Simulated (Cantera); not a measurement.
## Diamond growth

A diamond (100) surface in a fixed gas of H2 with x(CH4) = 0.021, x(H) = 0.0016, x(CH3) = 0.00096, at 1075 K; coverages are run to steady state.

Detailed kinetics in Cantera: the Harris–Goodwin 1993 mechanism for the reconstructed diamond (100) surface.

```
P (Pa)  growth (µm/h)  θ c6HH  θ c6H*  θ c6*H   θ c6**  θ c6HM
------  -------------  ------  ------  ------  -------  ------
1000             1.50   0.500  0.0233   0.392   0.0120  0.0475
1700             3.47   0.485  0.0226   0.379   0.0116  0.0674
3000             8.06   0.467  0.0217   0.364   0.0111  0.0910
5200             17.1   0.450  0.0208   0.350   0.0107   0.113
9000             34.0   0.436  0.0202   0.339   0.0103   0.131
15000            61.8   0.427  0.0197   0.331   0.0101   0.144
27000             118   0.419  0.0194   0.324  0.00990   0.153
46000             209   0.415  0.0192   0.321  0.00979   0.159
```
θ: site fractions in the mechanism's names (c6HH fully hydrogenated, c6H* and c6*H radical sites, c6** diradical, c6HM methylated).
